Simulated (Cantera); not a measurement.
Input (Python, Cantera):

```python
import numpy as np
import cantera as ct

surf = ct.Interface("diamond.yaml", "diamond_100")
gas, bulk = surf.adjacent["gas"], surf.adjacent["diamond"]
k = surf.kinetics_species_index(bulk.species_names[0])
cover = ["c6HH", "c6H*", "c6*H", "c6**", "c6HM", "c6B"]

rows, drift = [], 0.0
print(f"{'xH':>10s}{'um/h':>11s}" + "".join(f"{s:>11s}" for s in cover))
for v in [0.0001, 0.00021, 0.00046, 0.00098, 0.0021, 0.0045, 0.0096, 0.021, 0.044]:
    T, P, xH, xCH3 = 1250, 1800, v, 6.4e-05
    gas.TPX = T, P, {"H": xH, "CH3": xCH3, "CH4": 0.019, "H2": 1 - xH - xCH3 - 0.019}
    surf.TP = bulk.TP = T, P
    surf.coverages = "c6H*:0.1, c6HH:0.9"
    surf.advance_coverages(100.0)
    before = surf.coverages
    surf.advance_coverages(100.0)
    drift = max(drift, np.max(np.abs(surf.coverages - before) / (surf.coverages + 1e-9)))
    rate = surf.net_production_rates[k] * bulk.mean_molecular_weight / bulk.density * 3.6e9
    rows.append([rate, *surf[cover].coverages])
    print(f"{v:10.4g}{rate:11.4e}" + "".join(f"{x:11.3e}" for x in rows[-1][1:]))
```

It prints:

```
        xH       um/h       c6HH       c6H*       c6*H       c6**       c6HM        c6B
    0.0001 7.4665e-03  6.358e-01  2.836e-02  3.305e-01  4.695e-03  6.426e-05  2.026e-11
   0.00021 2.2675e-02  5.444e-01  3.513e-02  4.094e-01  1.010e-02  8.597e-05  6.153e-11
   0.00046 5.1596e-02  4.790e-01  3.967e-02  4.624e-01  1.800e-02  1.087e-04  1.400e-10
   0.00098 8.7136e-02  4.425e-01  4.196e-02  4.890e-01  2.572e-02  1.275e-04  2.364e-10
    0.0021 1.2607e-01  4.230e-01  4.306e-02  5.017e-01  3.166e-02  1.398e-04  3.421e-10
    0.0045 1.7388e-01  4.132e-01  4.356e-02  5.075e-01  3.533e-02  1.445e-04  4.718e-10
    0.0096 2.4728e-01  4.085e-01  4.380e-02  5.101e-01  3.731e-02  1.411e-04  6.710e-10
     0.021 3.7587e-01  4.062e-01  4.396e-02  5.113e-01  3.834e-02  1.284e-04  1.020e-09
     0.044 5.6397e-01  4.052e-01  4.409e-02  5.117e-01  3.883e-02  1.069e-04  1.530e-09
```

Model: the Harris–Goodwin 1993 mechanism for the reconstructed diamond (100) surface, integrated in Cantera.
